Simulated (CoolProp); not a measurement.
Computed with CoolProp (reference Helmholtz-energy equation of state, Akasaka 2022).

Q: Give the vapour pressure (MPa), liquid density (kg/m³), enthalpy of vaporisation (kJ/kg), liquid cp (kJ/(kg K)) of saturated R1233zd(E) at 254 K.

A: 
```json
[
 {"T (K)": "254", "p (MPa)": "0.0194", "liquid density (kg/m³)": "1360", "enthalpy of vaporisation (kJ/kg)": "211", "liquid cp (kJ/(kg K))": "1.10"}
]
```
